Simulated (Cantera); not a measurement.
Input: 1 mol SiH₂Cl₂, 4.1 mol N₂, 0.082 mol Cl₂, equilibrated at 1.33 mbar.

These are equilibrium values from Cantera (NASA tables, ideal gas, pure condensed phases), not measurements of a reactor. Candidate condensed phases: NH₄Cl, Si, Si₃N₄; 28 gas species. N₂ is the only nitrogen source here; it is nearly inert below about 1500 K, so the nitride shown seldom forms there in practice. Rates play no part.

Over these rows the condensed part is Si₃N₄(s). Partial pressures as log10 of bar:

```json
[
 {"T (K)": "1023", "1000/T (1/K)": "0.9775", "log p Cl": "-9.86", "log p N₂": "-3.06", "log p HCl": "-3.49", "log p H₂": "-4.09", "log p SiCl₄": "-4.30"},
 {"T (K)": "1098", "1000/T (1/K)": "0.9107", "log p Cl": "?", "log p N₂": "-3.06", "log p HCl": "-3.48", "log p H₂": "-4.11", "log p SiCl₄": "-4.32"},
 {"T (K)": "1173", "1000/T (1/K)": "0.8525", "log p Cl": "-8.39", "log p N₂": "-3.06", "log p HCl": "-3.47", "log p H₂": "-4.13", "log p SiCl₄": "-4.36"},
 {"T (K)": "1248", "1000/T (1/K)": "0.8013", "log p Cl": "-7.80", "log p N₂": "-3.06", "log p HCl": "-3.47", "log p H₂": "-4.13", "log p SiCl₄": "-4.44"},
 {"T (K)": "1323", "1000/T (1/K)": "0.7559", "log p Cl": "-7.32", "log p N₂": "-3.06", "log p HCl": "-3.50", "log p H₂": "-4.11", "log p SiCl₄": "-4.67"},
 {"T (K)": "1398", "1000/T (1/K)": "0.7153", "log p Cl": "-6.96", "log p N₂": "-3.06", "log p HCl": "-3.56", "log p H₂": "-4.03", "log p SiCl₄": "-5.15"}
]
```

Task: Fit log p(Cl) = a + b·(1000/T) to the five rows, give the apparent enthalpy, and predict the row at 1098 K.

Result: Means: 1000/T = 0.8205, log p = -8.066. Sxy = -0.461676, Sxx = 0.0412818, so b = -11.18 and a = -8.066 − (-11.18)×0.8205 = 1.11.
Apparent enthalpy: −19.145 × (-11.18) = 214 kJ/mol. With the condensed phases at unit activity, 1/6 N₂(g) + 1/4 SiCl₄(g) = Cl(g) + 1/12 Si₃N₄(s) links this pressure to the main gases: over the six rows their terms move log p by -0.21 in all, so the slope isn't that reaction's ΔH° alone. The five rows lie within 0.07 of the line.
Prediction at 1098 K: 1.11 + (-11.18)×0.9107 = -9.07. The computed value is -9.08, 0.01 from the line.
